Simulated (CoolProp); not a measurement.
A simple Rankine cycle with n-perfluoropentane: condensing at 324.15 K, boiler at 0.78 MPa, turbine inlet 375.7 K, turbine efficiency 0.8, pump efficiency 0.8, no recuperator. Each further row changes one setting.

Values from CoolProp's reference Helmholtz-energy equation of state, Gao 2022.

| case | thermal efficiency (%) | net work (kJ/kg) | heat in (kJ/kg) | turbine exit temperature (K) | volume ratio over the turbine |
|---|---|---|---|---|---|
| as stated | 7.4 | ___ | 122 | 357.1 | 4.36 |
| turbine inlet 395.7 K | 7.0 | ___ | 143 | ___ | 4.14 |
| condensing temperature 316.15 K | 8.4 | ___ | ___ | 354.3 | ___ |
| boiler pressure 0.546 MPa | 5.6 | 6.99 | 126 | 363.5 | 2.79 |
| turbine efficiency 0.7 | 6.4 | 7.84 | 122 | 358.4 | 4.38 |

Task: What belongs in the gaps?

Result: 
- as stated, net work (kJ/kg): 9.03
- turbine inlet 395.7 K, net work (kJ/kg): 9.91
- turbine inlet 395.7 K, turbine exit temperature (K): 378.2
- condensing temperature 316.15 K, net work (kJ/kg): 11.0
- condensing temperature 316.15 K, heat in (kJ/kg): 131
- condensing temperature 316.15 K, volume ratio over the turbine: 5.68
